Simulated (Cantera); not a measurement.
A freely propagating, adiabatic, planar premixed flame of 10.4 % CH₄, 18.8 % O₂, 70.8 % N₂, equivalence ratio 1.1, unburnt at 548 K and 105 Torr; multicomponent+Soret transport, grid criteria slope 0.08 and curve 0.16, no radiation.

Cantera simulation using GRI-Mech 3.0 (53 species, 325 reactions); the numbers are that mechanism's predictions, not measurements. Burning velocities carry a grid error of a few per cent, more on coarse grids.

x: mole fraction of selected species; z is measured from the peak of heat release.

```json
[
 {"z (mm)": "-5.76", "T (K)": "548", "u (m/s)": "1.54", "x CH₄": "0.103", "x O₂": "0.188", "x H₂": "0.000580", "x CH₂": "<1e-8", "x NO": "<1e-8", "x HCN": "<1e-8"},
 {"z (mm)": "-3.84", "T (K)": "549", "u (m/s)": "1.54", "x CH₄": "0.103", "x O₂": "0.188", "x H₂": "0.00208", "x CH₂": "<1e-8", "x NO": "<1e-8", "x HCN": "<1e-8"},
 {"z (mm)": "-2.88", "T (K)": "553", "u (m/s)": "1.56", "x CH₄": "0.102", "x O₂": "0.187", "x H₂": "0.00431", "x CH₂": "<1e-8", "x NO": "<1e-8", "x HCN": "<1e-8"},
 {"z (mm)": "-1.92", "T (K)": "601", "u (m/s)": "1.70", "x CH₄": "0.0979", "x O₂": "0.184", "x H₂": "0.00977", "x CH₂": "1.28e-8", "x NO": "?", "x HCN": "4.19e-8"},
 {"z (mm)": "-0.960", "T (K)": "966", "u (m/s)": "2.79", "x CH₄": "0.0716", "x O₂": "0.155", "x H₂": "0.0228", "x CH₂": "1.10e-6", "x NO": "?", "x HCN": "7.83e-7"},
 {"z (mm)": "-0.480", "T (K)": "1371", "u (m/s)": "4.02", "x CH₄": "0.0394", "x O₂": "0.113", "x H₂": "0.0317", "x CH₂": "2.37e-5", "x NO": "?", "x HCN": "2.41e-6"},
 {"z (mm)": "0", "T (K)": "1745", "u (m/s)": "5.19", "x CH₄": "0.0103", "x O₂": "0.0640", "x H₂": "0.0348", "x CH₂": "8.12e-5", "x NO": "?", "x HCN": "5.23e-6"},
 {"z (mm)": "0.480", "T (K)": "1904", "u (m/s)": "5.69", "x CH₄": "0.00108", "x O₂": "0.0343", "x H₂": "0.0295", "x CH₂": "2.94e-5", "x NO": "?", "x HCN": "5.29e-6"},
 {"z (mm)": "0.960", "T (K)": "1938", "u (m/s)": "5.78", "x CH₄": "6.22e-5", "x O₂": "0.0226", "x H₂": "0.0252", "x CH₂": "2.32e-6", "x NO": "?", "x HCN": "2.80e-6"},
 {"z (mm)": "1.92", "T (K)": "1956", "u (m/s)": "5.81", "x CH₄": "2.06e-7", "x O₂": "0.0168", "x H₂": "0.0242", "x CH₂": "<1e-8", "x NO": "?", "x HCN": "5.48e-7"},
 {"z (mm)": "3.84", "T (K)": "1975", "u (m/s)": "5.85", "x CH₄": "<1e-8", "x O₂": "0.0150", "x H₂": "0.0248", "x CH₂": "<1e-8", "x NO": "?", "x HCN": "2.52e-8"},
 {"z (mm)": "7.68", "T (K)": "1999", "u (m/s)": "5.91", "x CH₄": "<1e-8", "x O₂": "0.0142", "x H₂": "0.0246", "x CH₂": "<1e-8", "x NO": "?", "x HCN": "<1e-8"},
 {"z (mm)": "15.4", "T (K)": "2037", "u (m/s)": "6.00", "x CH₄": "<1e-8", "x O₂": "0.0131", "x H₂": "0.0236", "x CH₂": "<1e-8", "x NO": "?", "x HCN": "<1e-8"}
]
```

### Question
Some entries are withheld; supply them.

### Answer

- -1.92, x NO: 1.10e-7
- -0.960, x NO: 1.39e-6
- -0.480, x NO: 3.71e-6
- 0, x NO: 8.30e-6
- 0.480, x NO: 1.45e-5
- 0.960, x NO: 1.90e-5
- 1.92, x NO: 2.26e-5
- 3.84, x NO: 2.51e-5
- 7.68, x NO: 2.90e-5
- 15.4, x NO: 3.71e-5
